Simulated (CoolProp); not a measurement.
Saturated liquid density (kg/m³) of R365MFC: the reference equation beside estimates from Tc = 460.0 K, pc = 3266 kPa, ω = 0.377.

The numbers come from the reference Helmholtz-energy equation of state, Lemmon 2016 in CoolProp.

```csv
T (K),reference,Redlich-Kwong,Soave-Redlich-Kwong,Peng-Robinson
258.1,1339,1182,1232,1388
263.8,1328,1171,1223,1378
269.5,1316,1160,1214,1368
275.1,1305,1149,1204,1358
280.8,1293,1138,1194,1347
286.5,1282,1126,1184,1336
292.1,1270,1114,1173,1325
297.8,1258,1102,1162,1313
303.5,1245,1090,1151,1300
309.2,1233,1077,1139,1288
314.8,1221,1064,1127,1275
320.5,1208,1050,1114,1261
326.2,1195,1036,1101,1247
331.9,1182,1022,1088,1232
337.5,1168,1007,1074,1216
```

Absolute difference from the reference over all 15 rows, mean and median: Redlich-Kwong 12.5 and 12.4 %, Soave-Redlich-Kwong 7.8 and 7.7 %, Peng-Robinson 4.2 and 4.2 %.
